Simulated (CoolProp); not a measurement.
Saturation properties of dodecamethylpentasiloxane (MD3M) (Tc = 628.0 K, pc = 0.9540 MPa, ω = 0.730).

Model: reference Helmholtz-energy equation of state, Thol 2019, in CoolProp.

```csv
T (K),p (MPa),liquid density (kg/m³),vapour density (kg/m³),surface tension (mN/m)
317.7,3.451e-5,851.0,0.005029,16.4
319.9,4.095e-5,848.9,0.005926,16.3
322.1,4.843e-5,846.7,0.006961,16.1
324.3,5.711e-5,844.6,0.008154,16.0
326.5,6.715e-5,842.5,0.009524,15.8
328.7,7.874e-5,840.3,0.01109,15.7
330.9,9.206e-5,838.2,0.01288,15.6
333.1,0.0001074,836.1,0.01493,15.4
335.3,0.0001248,833.9,0.01725,15.3
337.5,0.0001448,831.8,0.01987,15.1
339.7,0.0001675,829.7,0.02285,15.0
341.9,0.0001934,827.5,0.02620,14.8
344.1,0.0002226,825.4,0.02998,14.7
```

It boils at 503.0 K under 1 atm.

Surface tension comes from a separate correlation (Mulero 2014), older than this fluid's equation and unchecked against measurements.
